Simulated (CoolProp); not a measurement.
n-perfluorohexane at several states: fugacity coefficient from the reference equation and from simpler models built on Tc = 174.9 °C, pc = 17.42 bar, ω = 0.497; each cubic takes its own stable root.

Values from CoolProp's reference Helmholtz-energy equation of state, Gao 2022.

```json
[
 {"T (°C)": "152.85", "p (bar)": "0.189", "phase": "gas", "reference": "0.9955", "van der Waals": "0.9964", "Soave-Redlich-Kwong": "0.9955", "Peng-Robinson": "0.9951"},
 {"T (°C)": "92.45", "p (bar)": "2.45", "phase": "gas", "reference": "0.9001", "van der Waals": "0.9326", "Soave-Redlich-Kwong": "0.9028", "Peng-Robinson": "0.8971"},
 {"T (°C)": "-61.25", "p (bar)": "1.24", "phase": "liquid", "reference": "0.0006814", "van der Waals": "0.2615", "Soave-Redlich-Kwong": "0.0007375", "Peng-Robinson": "0.0008722"},
 {"T (°C)": "30.55", "p (bar)": "0.392", "phase": "liquid", "reference": "0.9241", "van der Waals": "0.9835", "Soave-Redlich-Kwong": "0.9240", "Peng-Robinson": "0.9371"}
]
```

At some of these states van der Waals gives the other phase, because its saturation line lies elsewhere.
